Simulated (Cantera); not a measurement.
Adiabatic ignition

An adiabatic, constant-pressure homogeneous reactor starts with 14.6 % CH4, 20.8 % O2, 64.6 % N2, equivalence ratio 1.4, at 1350 K and 7500 Torr.

Detailed kinetics in Cantera: GRI-Mech 3.0 (53 species, 325 reactions).

```tsv
t (s)	T (K)	x CH4	x O2	x CO	x C2H6	x CH2	x H2
2.00e-6	1350	0.146	0.208	5.29e-12	6.10e-11	<1e-12	1.07e-8
5.22e-6	1350	0.146	0.208	1.05e-10	1.28e-9	<1e-12	3.94e-8
1.36e-5	1350	0.146	0.208	2.57e-9	3.57e-8	<1e-12	2.11e-7
3.56e-5	1350	0.146	0.208	9.28e-8	1.40e-6	4.01e-12	1.88e-6
9.28e-5	1350	0.146	0.208	3.11e-6	2.68e-5	1.75e-11	1.54e-5
0.000242	1353	0.145	0.208	5.22e-5	0.000161	4.13e-11	9.05e-5
0.000632	1379	0.139	0.204	0.00138	0.00118	6.01e-10	0.00115
0.00165	2872	1.00e-11	0.000791	0.0928	<1e-12	5.54e-12	0.0631
0.00431	2872	1.01e-11	0.000791	0.0928	<1e-12	5.54e-12	0.0631
0.0112	2872	1.01e-11	0.000791	0.0928	<1e-12	5.54e-12	0.0631
0.0294	2872	1.01e-11	0.000791	0.0928	<1e-12	5.54e-12	0.0631
0.0766	2872	1.01e-11	0.000791	0.0928	<1e-12	5.54e-12	0.0631
0.200	2872	1.01e-11	0.000791	0.0928	<1e-12	5.54e-12	0.0631
```
x: mole fraction; the columns are a selection and need not sum to one.

| Quantity | Result |
|---|---|
| time of steepest temperature rise | 0.848 ms |
| temperature at 0.200 s | 2872 K |
| equilibrium temperature | 2872 K |
| x(CH4) at 0.200 s | 1.01e-11 (gas-phase equilibrium 1.16e-11) |
| x(O2) at 0.200 s | 0.000791 (gas-phase equilibrium 0.000791) |
| x(CO) at 0.200 s | 0.0928 (gas-phase equilibrium 0.0928) |
